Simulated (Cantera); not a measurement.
# Sublimation and decomposition of ceramics: Al2O3 + H2

Charge: 1 mol Al2O3, a varied amount of H2, held at 2652 °C and 13.0 Pa.

Cantera equilibrium calculation (NASA polynomials, part measured and part estimated; ideal gas, pure solids and liquids). Candidate condensed phases: Al, Al2O3, H2O; 19 gas species. The tables' values for AlOH are old estimates; treat these amounts as uncertain. Rates play no part.

From 0.026 mol H2 to 3.5 mol H2 nothing is condensed. The main Al-bearing gas is Al throughout.

| n(H2) (mol) | x H | x O | x Al | x AlO | x O2 | x H2 |
|---|---|---|---|---|---|---|
| 0.026 | 0.0107 | 0.572 | 0.375 | 0.0359 | 0.00562 | 9.51e-7 |
| 0.041 | 0.0167 | 0.568 | 0.372 | 0.0355 | 0.00555 | 2.34e-6 |
| 0.064 | 0.0258 | 0.563 | 0.369 | 0.0348 | 0.00545 | 5.58e-6 |
| 0.1 | 0.0398 | 0.555 | 0.364 | 0.0339 | 0.00530 | 1.32e-5 |
| 0.16 | 0.0621 | 0.542 | 0.356 | 0.0324 | 0.00506 | 3.22e-5 |
| 0.24 | 0.0902 | 0.527 | 0.346 | 0.0305 | 0.00477 | 6.80e-5 |
| 0.38 | 0.135 | 0.501 | 0.330 | 0.0277 | 0.00431 | 0.000153 |
| 0.59 | 0.195 | 0.467 | 0.308 | 0.0241 | 0.00375 | 0.000318 |
| 0.92 | 0.273 | 0.422 | 0.279 | 0.0197 | 0.00306 | 0.000624 |
| 1.4 | 0.363 | 0.371 | 0.246 | 0.0153 | 0.00236 | 0.00110 |
| 2.2 | 0.470 | 0.308 | 0.205 | 0.0106 | 0.00163 | 0.00185 |
| 3.5 | 0.583 | 0.242 | 0.162 | 0.00658 | 0.00101 | 0.00284 |
x: gas mole fraction; nothing condenses.
